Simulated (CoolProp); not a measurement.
Saturated liquid density (kg/m³) of the fluoroketone C6F12O (FK-5-1-12): the reference equation beside estimates from Tc = 168.7 °C, pc = 18.69 bar, ω = 0.471. Rackett uses Z = 0.29056 − 0.08775 ω.

Model: reference Helmholtz-energy equation of state, McLinden 2015, in CoolProp.

```json
[
 {"T (°C)": "60.85", "reference": "1488", "Rackett": "1633", "van der Waals": "870.4", "Redlich-Kwong": "1246", "Soave-Redlich-Kwong": "1351", "Peng-Robinson": "1531"},
 {"T (°C)": "63.55", "reference": "1478", "Rackett": "1622", "van der Waals": "864.9", "Redlich-Kwong": "1236", "Soave-Redlich-Kwong": "1341", "Peng-Robinson": "1520"},
 {"T (°C)": "66.25", "reference": "1469", "Rackett": "1611", "van der Waals": "859.3", "Redlich-Kwong": "1226", "Soave-Redlich-Kwong": "1332", "Peng-Robinson": "1509"},
 {"T (°C)": "68.95", "reference": "1459", "Rackett": "1600", "van der Waals": "853.6", "Redlich-Kwong": "1216", "Soave-Redlich-Kwong": "1321", "Peng-Robinson": "1498"},
 {"T (°C)": "71.65", "reference": "1450", "Rackett": "1588", "van der Waals": "847.9", "Redlich-Kwong": "1205", "Soave-Redlich-Kwong": "1311", "Peng-Robinson": "1486"},
 {"T (°C)": "74.25", "reference": "1440", "Rackett": "1577", "van der Waals": "842.2", "Redlich-Kwong": "1195", "Soave-Redlich-Kwong": "1301", "Peng-Robinson": "1475"},
 {"T (°C)": "76.95", "reference": "1430", "Rackett": "1566", "van der Waals": "836.3", "Redlich-Kwong": "1185", "Soave-Redlich-Kwong": "1290", "Peng-Robinson": "1463"},
 {"T (°C)": "79.65", "reference": "1420", "Rackett": "1554", "van der Waals": "830.2", "Redlich-Kwong": "1174", "Soave-Redlich-Kwong": "1279", "Peng-Robinson": "1451"},
 {"T (°C)": "82.35", "reference": "1410", "Rackett": "1542", "van der Waals": "824.1", "Redlich-Kwong": "1163", "Soave-Redlich-Kwong": "1268", "Peng-Robinson": "1438"},
 {"T (°C)": "85.05", "reference": "1400", "Rackett": "1530", "van der Waals": "817.8", "Redlich-Kwong": "1151", "Soave-Redlich-Kwong": "1256", "Peng-Robinson": "1425"},
 {"T (°C)": "87.75", "reference": "1389", "Rackett": "1518", "van der Waals": "811.5", "Redlich-Kwong": "1140", "Soave-Redlich-Kwong": "1245", "Peng-Robinson": "1412"},
 {"T (°C)": "90.45", "reference": "1378", "Rackett": "1505", "van der Waals": "805.0", "Redlich-Kwong": "1128", "Soave-Redlich-Kwong": "1232", "Peng-Robinson": "1398"},
 {"T (°C)": "93.05", "reference": "1368", "Rackett": "1493", "van der Waals": "798.7", "Redlich-Kwong": "1117", "Soave-Redlich-Kwong": "1220", "Peng-Robinson": "1385"},
 {"T (°C)": "95.75", "reference": "1357", "Rackett": "1480", "van der Waals": "792.0", "Redlich-Kwong": "1105", "Soave-Redlich-Kwong": "1208", "Peng-Robinson": "1371"},
 {"T (°C)": "98.45", "reference": "1345", "Rackett": "1467", "van der Waals": "785.1", "Redlich-Kwong": "1092", "Soave-Redlich-Kwong": "1195", "Peng-Robinson": "1356"}
]
```

Absolute difference from the reference over all 15 rows, mean and median: Rackett 9.4 and 9.4 %, van der Waals 41.6 and 41.5 %, Redlich-Kwong 17.4 and 17.3 %, Soave-Redlich-Kwong 10.0 and 9.9 %, Peng-Robinson 2.0 and 2.2 %.
